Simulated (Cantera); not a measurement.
Standard-state values (1 bar) from the NASA 1993 polynomials, evaluated with Cantera. Values are per mole of reaction as written; species without (g) are pure solids or liquids, kept so even where they would boil at 1 bar.

Problem. Between 1000 and 2600 K, where is each reaction favourable under standard conditions?
- 3 Ba(OH)2 + O3(g) = 3 BaO + 3 H2O2(g)

Solution. 
- 3 Ba(OH)2 + O3(g) = 3 BaO + 3 H2O2(g): ΔG° is 358 kJ at 1000 K and 167 kJ at 2600 K; it stays positive (K < 1). ΔH° is 554 kJ and ΔS° 149 J/K at 2600 K.
